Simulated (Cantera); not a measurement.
An isothermal, constant-pressure homogeneous reactor starts with 26.3 % NO, 73.7 % N2, at 1850 K and 9.00 Torr.

Computed with Cantera and GRI-Mech 3.0 (53 species, 325 reactions). Radical loss at walls, strong at low pressure, is not modelled.

### Question
Predict: x(NO) at 200 s; x(N2O) at 200 s; x(O2) at 200 s; x(N2) at 200 s; x(NO2) at 200 s; x(O) at 200 s.

### Answer
```json
{
 "x(NO) at 200 s": "0.0559 (gas-phase equilibrium 0.00405)",
 "x(N2O) at 200 s": "8.68e-7 (gas-phase equilibrium 2.65e-8)",
 "x(O2) at 200 s": "0.103 (gas-phase equilibrium 0.129)",
 "x(N2) at 200 s": "0.840 (gas-phase equilibrium 0.866)",
 "x(NO2) at 200 s": "9.66e-6 (gas-phase equilibrium 7.87e-7)",
 "x(O) at 200 s": "0.000575 (gas-phase equilibrium 0.000637)"
}
```
